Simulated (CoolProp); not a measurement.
Ethylbenzene along the isobar 1080 kPa: fugacity coefficient from the reference equation and from simpler models built on Tc = 344.0 °C, pc = 3622 kPa, ω = 0.304; each cubic takes its own stable root.

The numbers come from the reference Helmholtz-energy equation of state, Zhou 2012 in CoolProp.

| T (°C) | phase | reference |
|---|---|---|
| 280.35 | gas | 0.8484 |
| 287.05 | gas | 0.8546 |
| 293.65 | gas | 0.8604 |
| 300.35 | gas | 0.8659 |
| 306.95 | gas | 0.8711 |
| 313.65 | gas | 0.8760 |
| 320.25 | gas | 0.8807 |
| 326.95 | gas | 0.8851 |
| 333.55 | gas | 0.8893 |
| 340.25 | gas | 0.8933 |
| 346.85 | gas | 0.8970 |

Q: How far does each simpler model (van der Waals, Redlich-Kwong, Soave-Redlich-Kwong, Peng-Robinson) lie from the reference over these 11 states: mean and median of the absolute difference, and the worst?

A: 
- van der Waals: mean 2.9 %, median 2.8 %, worst +4.4 % at 280.35 °C and 1080 kPa
- Redlich-Kwong: mean 1.0 %, median 1.0 %, worst +1.8 % at 280.35 °C and 1080 kPa
- Soave-Redlich-Kwong: mean 0.7 %, median 0.6 %, worst +0.9 % at 280.35 °C and 1080 kPa
- Peng-Robinson: mean 0.5 %, median 0.6 %, worst -0.6 % at 340.25 °C and 1080 kPa
